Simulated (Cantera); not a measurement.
An isothermal, constant-pressure homogeneous reactor starts with NH₃ : H₂ = 1 : 0.78 (molar parts), at 2300 K and 1.00 bar. Integrator tolerance rtol = 1e-08.

Detailed kinetics in Cantera: the gas-phase N/H chemistry of the illustrative SiF4/NH3 mechanism in the Surface Chemkin manual (1991). Walls and surfaces, which speed up NH3 decomposition in real reactors, are not modelled.

What does this change do: temperature 2300 to 1350 K?


| quantity | before | after |
|---|---|---|
| x(NH₃) at 1.00 s | 5.16e-6 (gas-phase equilibrium 4.05e-6) | 0.562 (gas-phase equilibrium 3.17e-5) |
| x(H₂) at 1.00 s | 0.812 (gas-phase equilibrium 0.812) | 0.438 (gas-phase equilibrium 0.820) |
| x(H) at 1.00 s | 0.00878 (gas-phase equilibrium 0.00878) | 1.48e-6 (gas-phase equilibrium 2.17e-6) |
| x(N₂H₄) at 1.00 s | <1e-12 (gas-phase equilibrium <1e-12) | 1.75e-8 (gas-phase equilibrium <1e-12) |
| x(N) at 1.00 s | 2.10e-8 (gas-phase equilibrium 1.65e-8) | 1.31e-11 (gas-phase equilibrium <1e-12) |
